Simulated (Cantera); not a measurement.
# NO annealing gas

A perfectly stirred reactor is fed with NO : N2 = 1 : 0.32 (molar parts), at 12.0 Torr; it is held at 2000 K, and followed from long to short residence time.

Model: GRI-Mech 3.0 (53 species, 325 reactions), integrated in Cantera. Radical loss at walls, strong at low pressure, is not modelled.

```json
[
 {"τ (s)": "5.5", "x NO": "0.467", "x O": "0.00214", "x O2": "0.144", "x N2": "0.387", "x N2O": "5.31e-5"},
 {"τ (s)": "1.6", "x NO": "0.665", "x O": "0.00139", "x O2": "0.0455", "x N2": "0.288", "x N2O": "0.000128"},
 {"τ (s)": "0.45", "x NO": "0.734", "x O": "0.000944", "x O2": "0.0109", "x N2": "0.254", "x N2O": "0.000173"},
 {"τ (s)": "0.13", "x NO": "0.752", "x O": "0.000687", "x O2": "0.00241", "x N2": "0.245", "x N2O": "0.000178"},
 {"τ (s)": "0.037", "x NO": "0.756", "x O": "0.000392", "x O2": "0.000365", "x N2": "0.243", "x N2O": "0.000145"},
 {"τ (s)": "0.011", "x NO": "0.757", "x O": "0.000138", "x O2": "3.21e-5", "x N2": "0.242", "x N2O": "8.02e-5"},
 {"τ (s)": "0.0030", "x NO": "0.758", "x O": "3.43e-5", "x O2": "1.95e-6", "x N2": "0.242", "x N2O": "2.86e-5"},
 {"τ (s)": "0.00087", "x NO": "0.758", "x O": "9.48e-6", "x O2": "1.52e-7", "x N2": "0.242", "x N2O": "8.97e-6"},
 {"τ (s)": "0.00025", "x NO": "0.758", "x O": "2.68e-6", "x O2": "1.23e-8", "x N2": "0.242", "x N2O": "2.64e-6"}
]
```
x: mole fraction; the columns are a selection and need not sum to one.
